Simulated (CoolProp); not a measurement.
Cyclohexane along the isotherm 100.85 °C: fugacity coefficient from the reference equation and from simpler models built on Tc = 280.5 °C, pc = 4.081 MPa, ω = 0.209; each cubic takes its own stable root.

The numbers come from the reference Helmholtz-energy equation of state, Zhou 2014 in CoolProp.

```
p (MPa)   phase  reference
-------  ------  ---------
0.729    liquid     0.2372
1.46     liquid     0.1218
2.19     liquid    0.08354
2.91     liquid    0.06464
3.64     liquid    0.05315
4.37     liquid    0.04553
5.1      liquid    0.04012
5.83     liquid    0.03609
6.56     liquid    0.03298
7.29     liquid    0.03052
8.02     liquid    0.02852
8.74     liquid    0.02690
9.47     liquid    0.02553
10.2     liquid    0.02437
```

**Question.** How far does each simpler model (van der Waals, Redlich-Kwong, Soave-Redlich-Kwong, Peng-Robinson) lie from the reference over these 14 states: mean and median of the absolute difference, and the worst?

**Answer.** 
- van der Waals: mean 285.2 %, median 284.9 %, worst +325.1 % at 100.85 °C and 10.2 MPa
- Redlich-Kwong: mean 47.3 %, median 47.4 %, worst +49.7 % at 100.85 °C and 10.2 MPa
- Soave-Redlich-Kwong: mean 1.8 %, median 1.9 %, worst +3.0 % at 100.85 °C and 10.2 MPa
- Peng-Robinson: mean 0.8 %, median 0.8 %, worst -1.8 % at 100.85 °C and 10.2 MPa
